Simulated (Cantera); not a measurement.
Charge: 1 mol FeCl3, 0.25 mol H2O, 4.7 mol N2, at 1652 °C and 0.133 bar.

Method: chemical equilibrium by Gibbs-energy minimisation in Cantera with the NASA 1993 tables (ideal gas, pure condensed phases). Candidate condensed phases: Fe, FeCl2, FeCl3, FeO, Fe(OH)2, Fe(OH)3, Fe2O3, Fe3O4, H2O, NH4Cl; 37 gas species. Kinetics and transport are ignored.

Base state: N2 0.690, FeCl2 0.146, HCl 0.0710, Cl 0.0703, O2 0.0168, Cl2 0.00220, NO 0.00164, FeCl3 0.00120 (mole fractions); condensed: gas only.

Question: What changes in the equilibrium state with this change: temperature from 1652 °C to 925 °C?

Answer: 
```tsv
species	before	after
N2	0.690	0.759
FeCl3	0.00120	0.0853
HCl	0.0710	0.0802
FeCl2	0.146	0.0496
Cl	0.0703	0.00191
O2	0.0168	0.000652
Cl2	0.00220	0.0227
Fe2Cl6	<1e-9	0.000131
O	0.000131	1.68e-9
OH	0.000133	5.97e-8
NO	0.00164	1.05e-5
ClO	5.32e-5	7.05e-7
Fe2O3(s), mol	0	0.0801
```

Question: What changes in the equilibrium state with this change: N2 from 4.7 to 0.32 mol?

Answer: 
```json
[
 {"species": "FeCl2", "before": "0.146", "after": "0.409"},
 {"species": "HCl", "before": "0.0710", "after": "0.203"},
 {"species": "Cl", "before": "0.0703", "after": "0.178"},
 {"species": "N2", "before": "0.690", "after": "0.133"},
 {"species": "Cl2", "before": "0.00220", "after": "0.0140"},
 {"species": "O2", "before": "0.0168", "after": "0.0499"},
 {"species": "Fe2Cl4", "before": "9.65e-6", "after": "7.61e-5"},
 {"species": "FeCl3", "before": "0.00120", "after": "0.00847"},
 {"species": "ClO", "before": "5.32e-5", "after": "0.000232"},
 {"species": "H2O", "before": "0.00117", "after": "0.00259"},
 {"species": "OH", "before": "0.000133", "after": "0.000260"}
]
```

Question: What changes in the equilibrium state with this change: N2 from 4.7 to 360 mol?

Answer: 
```tsv
species	before	after
N2	0.690	0.994
FeCl2	0.146	0.00275
Cl	0.0703	0.00156
HCl	0.0710	0.00121
O2	0.0168	0.000190
FeCl3	0.00120	5.01e-7
Cl2	0.00220	1.08e-6
ClO	5.32e-5	1.26e-7
H2O	0.00117	7.39e-5
```
